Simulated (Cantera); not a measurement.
# Equilibrium for fluorocarbon and chlorocarbon gases: CH3F + HCl + H2

Charge: 1 mol CH3F, 0.018 mol HCl, 0.067 mol H2, held at 0.133 bar.

Equilibrium computed with Cantera from the NASA thermochemical tables; the gas is ideal and each condensed phase is pure. Candidate condensed phases: C, C6H6, C7H8, C8H18; 135 gas species. Ions and electrons are included (thermal ionisation). Equilibrium is a limit: real reactors are often held back by kinetics, nucleation or transport.

| T (°C) | x H | x H2 | x HF | x F | x C | x C3 | x C2 | x C2H2 (acetylene) | x C2H | n C(graphite) |
|---|---|---|---|---|---|---|---|---|---|---|
| 1727 | 0.00318 | 0.509 | 0.479 | 1.23e-6 | 2.28e-10 | 2.08e-10 | 1.76e-11 | 0.000391 | 4.57e-8 | 0.998 |
| 2227 | 0.0473 | 0.471 | 0.468 | 9.81e-5 | 1.25e-6 | 3.73e-6 | 3.44e-7 | 0.00510 | 3.67e-5 | 0.978 |
| 2727 | 0.240 | 0.308 | 0.417 | 0.00201 | 0.000380 | 0.00234 | 0.000238 | 0.0192 | 0.00257 | 0.871 |
| 3227 | 0.478 | 0.0873 | 0.283 | 0.0209 | 0.0151 | 0.0682 | 0.0113 | 0.00861 | 0.0148 | 0 |
| 3727 | 0.593 | 0.0184 | 0.132 | 0.102 | 0.0802 | 0.0321 | 0.0229 | 0.000293 | 0.00461 | 0 |
| 4227 | 0.607 | 0.00410 | 0.0300 | 0.170 | 0.164 | 0.00311 | 0.0124 | 4.98e-6 | 0.000500 | 0 |
| 4727 | 0.608 | 0.00119 | 0.00664 | 0.188 | 0.188 | 0.000127 | 0.00313 | 7.68e-8 | 3.43e-5 | 0 |
x: gas mole fraction; n: condensed amount in mol.

From 1727 °C to 2727 °C the condensed part is C(graphite). From 3227 °C to 4727 °C nothing is condensed. The main C-bearing gas is C2H2 (acetylene) at 1727 °C and C at 4727 °C.
